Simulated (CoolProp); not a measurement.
Diethyl ether at several states: fugacity coefficient from the reference equation and from simpler models built on Tc = 467.9 K, pc = 3.717 MPa, ω = 0.282; each cubic takes its own stable root.

The numbers come from the reference Helmholtz-energy equation of state, Thol 2014 in CoolProp.

| T (K) | p (MPa) | phase | reference |
|---|---|---|---|
| 368.1 | 21.2 | liquid | 0.05225 |
| 323.4 | 0.0228 | gas | 0.9921 |
| 354.1 | 14.3 | liquid | 0.04422 |
| 368.2 | 0.258 | gas | 0.9450 |

Task: How far does each simpler model (Redlich-Kwong, Soave-Redlich-Kwong, Peng-Robinson) lie from the reference over these 4 states: mean and median of the absolute difference, and the worst?

Result: 
- Redlich-Kwong: mean 25.8 %, median 24.7 %, worst +53.5 % at 354.1 K and 14.3 MPa
- Soave-Redlich-Kwong: mean 3.9 %, median 3.4 %, worst +8.8 % at 368.1 K and 21.2 MPa
- Peng-Robinson: mean 1.3 %, median 1.0 %, worst -2.9 % at 368.1 K and 21.2 MPa
